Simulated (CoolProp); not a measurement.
Model: reference Helmholtz-energy equation of state, Akasaka 2023, in CoolProp.

**Question.** For R1224YDZ, give the phase and the Z, cv (kJ/(kg K)), speed of sound (m/s), fugacity coefficient at 1.15 °C and 0.111 MPa; 1.15 °C and 0.469 MPa; 1.15 °C and 8.34 MPa.

**Answer.** 
- 1.15 °C and 0.111 MPa: liquid; Z 0.00508, cv 0.782, speed of sound 708, fugacity coefficient 0.505
- 1.15 °C and 0.469 MPa: liquid; Z 0.0214, cv 0.782, speed of sound 711, fugacity coefficient 0.122
- 1.15 °C and 8.34 MPa: liquid; Z 0.376, cv 0.784, speed of sound 758, fugacity coefficient 0.00977
